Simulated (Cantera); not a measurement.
**Premixed flame**

A freely propagating, adiabatic, planar premixed flame of CO : H2 : CH4 : O2 : N2 = 1 : 0.75 : 0.22 : 0.939 : 3.53 (molar parts), equivalence ratio 1.4, unburnt at 698 K and 5.00 bar; mixture-averaged transport, grid criteria slope 0.08 and curve 0.16, no radiation.

Detailed kinetics in Cantera: GRI-Mech 3.0 (53 species, 325 reactions). Burning velocities carry a grid error of a few per cent, more on coarse grids.

```csv
z (mm),T (K),u (m/s),x CO,x H2,x CH4,x H,x OH,x N2O
-0.165,698,3.41,0.155,0.116,0.0342,<1e-8,<1e-8,<1e-8
-0.110,698,3.41,0.156,0.115,0.0342,<1e-8,<1e-8,<1e-8
-0.0827,699,3.41,0.156,0.113,0.0343,<1e-8,<1e-8,<1e-8
-0.0551,709,3.44,0.157,0.107,0.0344,5.79e-7,1.80e-7,<1e-8
-0.0276,897,4.29,0.158,0.0876,0.0319,0.000286,0.000147,<1e-8
-0.0138,1259,5.98,0.159,0.0703,0.0232,0.00221,0.000730,2.47e-8
0,1690,8.02,0.159,0.0515,0.00829,0.00772,0.00314,9.38e-8
0.0138,1936,9.16,0.149,0.0365,0.00109,0.0142,0.00735,1.73e-7
0.0276,2043,9.60,0.135,0.0301,7.76e-5,0.0172,0.0101,2.07e-7
0.0551,2156,10.0,0.117,0.0292,3.54e-7,0.0171,0.0112,1.98e-7
0.110,2269,10.4,0.108,0.0298,<1e-8,0.0134,0.0105,1.73e-7
0.220,2371,10.8,0.104,0.0286,<1e-8,0.00897,0.00877,1.54e-7
0.441,2448,11.1,0.102,0.0272,<1e-8,0.00565,0.00661,1.33e-7
```
x: mole fraction of selected species; z is measured from the peak of heat release.

The laminar burning velocity is 341 cm/s and the thermal thickness is 0.0551 mm. The peak x(H) is 0.0177. The peak x(OH) is 0.0112 and the grid points is 154.
